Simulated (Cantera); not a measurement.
Hydrocarbon pyrolysis for carbon deposition

An isothermal, constant-pressure homogeneous reactor starts with 43.5 % CH₄, 56.5 % H₂, at 1648 K and 100000 Pa.

Model: GRI-Mech 3.0 (53 species, 325 reactions), integrated in Cantera. GRI-Mech 3.0 stops at C3 and has no aromatics, soot or wall deposition, so with more carbon than oxygen in the feed, carbon stays in small species such as C2H2 where larger ones or solid carbon would form.

```json
[
 {"t (s)": "0.000700", "x CH₄": "0.428", "x H₂": "0.569", "x CH₂": "4.68e-8", "x C₂H₄": "0.00153", "x C₂H₂": "0.000272", "x CH₃": "0.000674"},
 {"t (s)": "0.00135", "x CH₄": "0.422", "x H₂": "0.573", "x CH₂": "4.71e-8", "x C₂H₄": "0.00300", "x C₂H₂": "0.00126", "x CH₃": "0.000671"},
 {"t (s)": "0.00262", "x CH₄": "0.410", "x H₂": "0.580", "x CH₂": "4.60e-8", "x C₂H₄": "0.00445", "x C₂H₂": "0.00436", "x CH₃": "0.000653"},
 {"t (s)": "0.00508", "x CH₄": "0.387", "x H₂": "0.595", "x CH₂": "4.39e-8", "x C₂H₄": "0.00514", "x C₂H₂": "0.0117", "x CH₃": "0.000620"},
 {"t (s)": "0.00983", "x CH₄": "0.349", "x H₂": "0.620", "x CH₂": "4.05e-8", "x C₂H₄": "0.00508", "x C₂H₂": "0.0249", "x CH₃": "0.000565"},
 {"t (s)": "0.0190", "x CH₄": "0.294", "x H₂": "0.656", "x CH₂": "3.54e-8", "x C₂H₄": "0.00497", "x C₂H₂": "0.0444", "x CH₃": "0.000483"},
 {"t (s)": "0.0368", "x CH₄": "0.226", "x H₂": "0.700", "x CH₂": "2.90e-8", "x C₂H₄": "0.00520", "x C₂H₂": "0.0682", "x CH₃": "0.000381"},
 {"t (s)": "0.0712", "x CH₄": "0.155", "x H₂": "0.746", "x CH₂": "2.21e-8", "x C₂H₄": "0.00585", "x C₂H₂": "0.0922", "x CH₃": "0.000275"},
 {"t (s)": "0.138", "x CH₄": "0.0990", "x H₂": "0.783", "x CH₂": "1.60e-8", "x C₂H₄": "0.00668", "x C₂H₂": "0.111", "x CH₃": "0.000185"},
 {"t (s)": "0.267", "x CH₄": "0.0654", "x H₂": "0.805", "x CH₂": "1.20e-8", "x C₂H₄": "0.00730", "x C₂H₂": "0.122", "x CH₃": "0.000128"},
 {"t (s)": "0.517", "x CH₄": "0.0535", "x H₂": "0.812", "x CH₂": "1.04e-8", "x C₂H₄": "0.00754", "x C₂H₂": "0.126", "x CH₃": "0.000108"},
 {"t (s)": "1.00", "x CH₄": "0.0519", "x H₂": "0.813", "x CH₂": "1.02e-8", "x C₂H₄": "0.00757", "x C₂H₂": "0.127", "x CH₃": "0.000105"}
]
```
x: mole fraction; the columns are a selection and need not sum to one.

Equilibrium at this temperature and pressure: CH₄ 0.0519, H₂ 0.813, CH₂ 1.02e-8, C₂H₄ 0.00757, C₂H₂ 0.127, CH₃ 0.000105 (gas phase only).
